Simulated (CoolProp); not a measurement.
Vapour pressure (MPa) of 1,2-dichloroethane: the reference equation beside estimates from Tc = 288.4 °C, pc = 5.226 MPa, ω = 0.269. Clausius-Clapeyron is anchored at 89.35 °C with a constant enthalpy of vaporisation of 31.76 kJ/mol.

The numbers come from the reference Helmholtz-energy equation of state, Thol 2015 in CoolProp.

```json
[
 {"T (°C)": "61.55", "reference": "0.04827", "Lee-Kesler": "0.04647", "Clausius-Clapeyron": "0.05055", "van der Waals": "0.4367", "Redlich-Kwong": "0.09971", "Soave-Redlich-Kwong": "0.04690"},
 {"T (°C)": "70.85", "reference": "0.06699", "Lee-Kesler": "0.06499", "Clausius-Clapeyron": "0.06883", "van der Waals": "0.5111", "Redlich-Kwong": "0.1326", "Soave-Redlich-Kwong": "0.06543"},
 {"T (°C)": "80.05", "reference": "0.09082", "Lee-Kesler": "0.08874", "Clausius-Clapeyron": "0.09192", "van der Waals": "0.5927", "Redlich-Kwong": "0.1726", "Soave-Redlich-Kwong": "0.08913"},
 {"T (°C)": "89.35", "reference": "0.1213", "Lee-Kesler": "0.1193", "Clausius-Clapeyron": "0.1213", "van der Waals": "0.6837", "Redlich-Kwong": "0.2216", "Soave-Redlich-Kwong": "0.1196"},
 {"T (°C)": "98.65", "reference": "0.1594", "Lee-Kesler": "0.1576", "Clausius-Clapeyron": "0.1579", "van der Waals": "0.7835", "Redlich-Kwong": "0.2803", "Soave-Redlich-Kwong": "0.1578"},
 {"T (°C)": "107.95", "reference": "0.2061", "Lee-Kesler": "0.2050", "Clausius-Clapeyron": "0.2029", "van der Waals": "0.8926", "Redlich-Kwong": "0.3498", "Soave-Redlich-Kwong": "0.2050"},
 {"T (°C)": "117.25", "reference": "0.2630", "Lee-Kesler": "0.2627", "Clausius-Clapeyron": "0.2576", "van der Waals": "1.011", "Redlich-Kwong": "0.4310", "Soave-Redlich-Kwong": "0.2625"},
 {"T (°C)": "126.55", "reference": "0.3311", "Lee-Kesler": "0.3321", "Clausius-Clapeyron": "0.3235", "van der Waals": "1.140", "Redlich-Kwong": "0.5250", "Soave-Redlich-Kwong": "0.3318"},
 {"T (°C)": "135.85", "reference": "0.4121", "Lee-Kesler": "0.4146", "Clausius-Clapeyron": "0.4020", "van der Waals": "1.279", "Redlich-Kwong": "0.6330", "Soave-Redlich-Kwong": "0.4144"},
 {"T (°C)": "145.15", "reference": "0.5073", "Lee-Kesler": "0.5118", "Clausius-Clapeyron": "0.4948", "van der Waals": "1.428", "Redlich-Kwong": "0.7558", "Soave-Redlich-Kwong": "0.5119"},
 {"T (°C)": "154.45", "reference": "0.6183", "Lee-Kesler": "0.6251", "Clausius-Clapeyron": "0.6036", "van der Waals": "1.588", "Redlich-Kwong": "0.8946", "Soave-Redlich-Kwong": "0.6260"},
 {"T (°C)": "163.75", "reference": "0.7467", "Lee-Kesler": "0.7562", "Clausius-Clapeyron": "0.7300", "van der Waals": "1.759", "Redlich-Kwong": "1.050", "Soave-Redlich-Kwong": "0.7582"},
 {"T (°C)": "173.05", "reference": "0.8941", "Lee-Kesler": "0.9066", "Clausius-Clapeyron": "0.8759", "van der Waals": "1.941", "Redlich-Kwong": "1.224", "Soave-Redlich-Kwong": "0.9104"}
]
```

Absolute difference from the reference over all 13 rows, mean and median: Lee-Kesler 1.4 and 1.1 %, Clausius-Clapeyron 2.1 and 2.2 %, van der Waals 349.1 and 284.4 %, Redlich-Kwong 66.9 and 63.9 %, Soave-Redlich-Kwong 1.3 and 1.2 %.
